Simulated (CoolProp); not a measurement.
Model: reference Helmholtz-energy equation of state, Lemmon 2006, in CoolProp. It is a short technical equation, of lower accuracy than the large ones.

For CH3F (R41), give the phase and the density (kg/m³), cv (kJ/(kg K)), fugacity coefficient at 175.2 K and 0.101 MPa; 196.4 K and 0.101 MPa.


- 175.2 K and 0.101 MPa: liquid; density 921, cv 1.33, fugacity coefficient 0.292
- 196.4 K and 0.101 MPa: gas; density 2.19, cv 0.882, fugacity coefficient 0.961
